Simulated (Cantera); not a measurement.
**Hydrogen reduction and annealing atmospheres: TiO2 + H2 + H2O**

A closed system holds: 1 mol TiO2, 420 mol H2, 0.5 mol H2O, at 0.100 bar.

Cantera equilibrium calculation (NASA polynomials, part measured and part estimated; ideal gas, pure solids and liquids). Candidate condensed phases: H2O, Ti, TiO, TiO2, Ti2O3, Ti3O5, Ti4O7; 12 gas species. Equilibrium is a limit: real reactors are often held back by kinetics, nucleation or transport.

```csv
T (°C),log p H2,log p H,log p H2O,log p TiO,log p OH,n Ti3O5(s),n Ti2O3(s)
1277,-1.00,-5.00,-3.70,-11.61,-9.18,0.333,0
1327,-1.00,-4.77,-3.70,-10.89,-8.87,0.333,0
1377,-1.00,-4.54,-3.70,-10.23,-8.59,0.333,0
1427,-1.00,-4.33,-3.70,-9.60,-8.32,0.333,0
1477,-1.00,-4.13,-3.70,-9.01,-8.07,0.333,0
1527,-1.00,-3.95,-3.70,-8.45,-7.83,0.333,0
1577,-1.00,-3.77,-3.70,-7.93,-7.60,0.333,0
1627,-1.00,-3.60,-3.62,-7.49,-7.31,0,0.500
1677,-1.00,-3.44,-3.62,-7.03,-7.11,0,0.500
```
log p: log10 of the partial pressure in bar; n: condensed amount in mol.

From 1277 °C to 1577 °C the condensed part is Ti3O5(s). From 1627 °C to 1677 °C the condensed part is Ti2O3(s).
